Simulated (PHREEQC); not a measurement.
Dissolve 0.14 mol HF, 0.0014 mol CsF and 0.0083 mol H2SO4 per kg of water at 25 °C. Closed to the air; pH follows from the charge balance.

All values are PHREEQC results (ion-association model, wateq4f.dat), not measurements.

Precipitation was switched off in this run.

Q: What pH, ionic strength does the model give?

A: pH 1.81; ionic strength 0.0229 mol/kgw.

Q: In which forms is F present?

A: HF 64 %, H2F2 30 %, F- 3.3 %, HF2- 2.3 % of the F.

Complexes and solids missing from the database can't appear. wateq4f.dat counts part of the HF as a dimer, H2F2, which phreeqc.dat doesn't know; its constant is uncertain.
